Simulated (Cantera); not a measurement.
A Cantera script and what it prints.

```python
import numpy as np
import cantera as ct

gas_names = """
    CL CLO CL2 H HCL HOCL HO2 H2 H2O H2O2 O OH O2 O3 Ti TiCL TiCL2 TiCL3 TiCL4 TiO TiOCL TiOCL2 TiO2
""".split()
cond_names = """
    H2O(s) H2O(L) Ti(a) Ti(b) Ti(L) TiCL2(s) TiCL3(s) TiCL4(L) TiO(a) TiO(b) TiO(L) TiO2(ru) TiO2(L)
    Ti2O3(a) Ti2O3(b) Ti2O3(L) Ti3O5(a) Ti3O5(b) Ti3O5(L) Ti4O7(s) Ti4O7(L)
""".split()


def load(file, names, dense=False):
    # The tables refer to 1 bar. Condensed volumes are neglected.
    table = {s.name: s for s in ct.Species.list_from_file(file)}
    out = []
    for n in names:
        d = dict(table[n].input_data)
        d["thermo"] = dict(d["thermo"], **{"reference-pressure": 1e5})
        if dense:
            d["equation-of-state"] = {"model": "constant-volume", "density": "1e6 g/cm^3"}
        out.append(ct.Species.from_dict(d))
    return out


gas = ct.Solution(thermo="ideal-gas", species=load("nasa_gas.yaml", gas_names))
cond = {s.name: ct.Solution(thermo="fixed-stoichiometry", species=[s], name=s.name)
        for s in load("nasa_condensed.yaml", cond_names, dense=True)}
atoms = {
    'TiCl4': {'Ti': 1, 'CL': 4},
    'H2O': {'H': 2, 'O': 1},
    'H2': {'H': 2},
}
top_T = {'TiCL2(s)': 1300, 'TiCL3(s)': 1000}  # K; cautious upper limits of use, not melting points


def equilibrate(T, P, feed):
    n = {}
    for name, mol in feed.items():
        for a, k in atoms[name].items():
            n[a] = n.get(a, 0.0) + k * mol
    gas.TPX = T, P, n
    mass = sum(n.values()) * gas.mean_molecular_weight
    gas.equilibrate("TP")
    valid = [c for c in cond.values() if c.min_temp <= T <= top_T.get(c.name, c.max_temp)]
    mix = ct.Mixture([(gas, mass / gas.mean_molecular_weight)] + [(c, 0.0) for c in valid])
    mix.T, mix.P = T, P
    mix.equilibrate("TP", solver="vcs", rtol=1e-11, max_steps=5000)
    return mix


results = []
T = 1225  # K
P = 50000  # Pa
for m in [0.17, 0.31, 0.56, 1, 1.8, 3.3, 6.1]:
    feed = {'TiCl4': 1, 'H2O': m, 'H2': 34}  # mol
    mix = equilibrate(T, P, feed)
    results.append((T, P, feed, dict(zip(mix.species_names, mix.species_moles))))
    x = sorted(zip(gas.X, gas.species_names), reverse=True)
    print(f"T = {T:g} K  P = {P:g} Pa  n(H2O) = {m:g} mol  gas = {mix.phase_moles(0):.4g} mol")
    print("   x: " + "  ".join(f"{s} {v:.3e}" for v, s in x if v > 1e-06))
    print("   condensed (mol): " + ("  ".join(f"{mix.phase(i).name} {mix.phase_moles(i):.4g}"
          for i in range(1, mix.n_phases) if mix.phase_moles(i) > 1e-12) or "none"))
```

It prints:

```
T = 1225 K  P = 50000 Pa  n(H2O) = 0.17 mol  gas = 35.56 mol
   x: H2 9.468e-01  HCL 2.822e-02  TiCL3 1.545e-02  TiCL4 9.475e-03  TiCL2 1.214e-05
   condensed (mol): Ti2O3(b) 0.05666
T = 1225 K  P = 50000 Pa  n(H2O) = 0.31 mol  gas = 35.74 mol
   x: H2 9.422e-01  HCL 3.563e-02  TiCL3 1.249e-02  TiCL4 9.698e-03  TiCL2 7.758e-06  H2O 1.050e-06
   condensed (mol): Ti2O3(b) 0.1033
T = 1225 K  P = 50000 Pa  n(H2O) = 0.56 mol  gas = 36.08 mol
   x: H2 9.329e-01  HCL 4.970e-02  TiCL4 9.049e-03  TiCL3 8.316e-03  TiCL2 3.684e-06  H2O 2.679e-06
   condensed (mol): Ti2O3(b) 0.1866
T = 1225 K  P = 50000 Pa  n(H2O) = 1 mol  gas = 36.73 mol
   x: H2 9.149e-01  HCL 7.597e-02  TiCL4 5.692e-03  TiCL3 3.390e-03  H2O 1.138e-05
   condensed (mol): Ti2O3(b) 0.3332
T = 1225 K  P = 50000 Pa  n(H2O) = 1.8 mol  gas = 37.8 mol
   x: H2 8.930e-01  HCL 1.058e-01  H2O 1.248e-03  TiCL4 9.067e-06  TiCL3 3.831e-06
   condensed (mol): TiO2(ru) 0.01469  Ti4O7(s) 0.2462
T = 1225 K  P = 50000 Pa  n(H2O) = 3.3 mol  gas = 39.3 mol
   x: H2 8.651e-01  HCL 1.018e-01  H2O 3.308e-02
   condensed (mol): TiO2(ru) 1
T = 1225 K  P = 50000 Pa  n(H2O) = 6.1 mol  gas = 42.1 mol
   x: H2 8.076e-01  H2O 9.739e-02  HCL 9.501e-02
   condensed (mol): TiO2(ru) 1
```

These are equilibrium values from Cantera (NASA tables, ideal gas, pure condensed phases), not measurements of a reactor. Mutual solubility and eutectic melting of coexisting phases are not modelled. The tables' values for TiCl2 are old estimates; treat these amounts as uncertain. Condensed phases not in the tables: Magnéli phases beyond Ti4O7. Gases not in the tables: TiO(OH)2.
